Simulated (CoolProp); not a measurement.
Vapour-liquid equilibrium of dimethyl ether (1) + R236EA (2) at 0.935 bar; x and y are mole fractions of (1).

Values from CoolProp's multi-fluid Helmholtz-energy mixture model, Wu 2011 and Rui 2013; pair parameters Bell 2016.

```json
[
 {"x": "0.05", "bubble temperature, mixture model (°C)": "3.9", "bubble temperature, Raoult's law (°C)": "1.5", "y, mixture model": "0.062", "y, Raoult's law": "0.150"},
 {"x": "0.2", "bubble temperature, mixture model (°C)": "2.4", "bubble temperature, Raoult's law (°C)": "-5.3", "y, mixture model": "0.272", "y, Raoult's law": "0.471"},
 {"x": "0.35", "bubble temperature, mixture model (°C)": "-0.6", "bubble temperature, Raoult's law (°C)": "-10.9", "y, mixture model": "0.516", "y, Raoult's law": "0.668"},
 {"x": "0.5", "bubble temperature, mixture model (°C)": "-5.9", "bubble temperature, Raoult's law (°C)": "-15.6", "y, mixture model": "0.746", "y, Raoult's law": "0.796"},
 {"x": "0.65", "bubble temperature, mixture model (°C)": "-12.9", "bubble temperature, Raoult's law (°C)": "-19.5", "y, mixture model": "0.902", "y, Raoult's law": "0.883"},
 {"x": "0.8", "bubble temperature, mixture model (°C)": "-20.0", "bubble temperature, Raoult's law (°C)": "-22.8", "y, mixture model": "0.974", "y, Raoult's law": "0.944"},
 {"x": "0.95", "bubble temperature, mixture model (°C)": "-25.3", "bubble temperature, Raoult's law (°C)": "-25.7", "y, mixture model": "0.997", "y, Raoult's law": "0.988"}
]
```

The largest gap from Raoult's law is +10.3 K in bubble temperature, at x = 0.35. No azeotrope shows between x = 0.05 and 0.95.

The pair parameters rest on a limited set of measurements; away from them the model extrapolates.
